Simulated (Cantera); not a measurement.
A closed system holds: 1 mol trisilylamine, 25 mol NH3, 1.2 mol H2, held at 1.00 bar.

These are equilibrium values from Cantera (NASA tables, ideal gas, pure condensed phases), not measurements of a reactor. Candidate condensed phases: Si, Si3N4; 18 gas species. The feed counts by its element totals alone. Gases not in the tables: Si2H6 and higher silanes. Kinetics and transport are ignored.

Over these rows the condensed part is Si3N4(s). Partial pressures as log10 of bar:

```tsv
T (K)	1000/T (1/K)	log p Si	log p H2	log p N2
1748	0.5721	-7.00	-0.10	-0.69
1798	0.5562	-6.43	-0.10	-0.69
1848	0.5411	-5.89	-0.10	-0.69
1898	0.5269	-5.38	-0.10	-0.69
1948	0.5133	?	-0.10	-0.69
1998	0.5005	-4.44	-0.10	-0.69
```

**Question.** Fit log p(Si) = a + b·(1000/T) to the five rows, give the apparent enthalpy, and predict the row at 1948 K.

**Answer.** Means: 1000/T = 0.5394, log p = -5.828. Sxy = -0.108137, Sxx = 0.0030239, so b = -35.76 and a = -5.828 − (-35.76)×0.5394 = 13.46.
Apparent enthalpy: −19.145 × (-35.76) = 685 kJ/mol. With the condensed phases at unit activity, 1/3 Si3N4(s) = Si(g) + 2/3 N2(g) links this pressure to the main gases: over the six rows their terms move log p by +0.00 in all, so the slope is close to that reaction's ΔH°. The five rows lie within 0.01 of the line.
Prediction at 1948 K: 13.46 + (-35.76)×0.5133 = -4.90. The computed value is -4.90, 0.00 from the line.
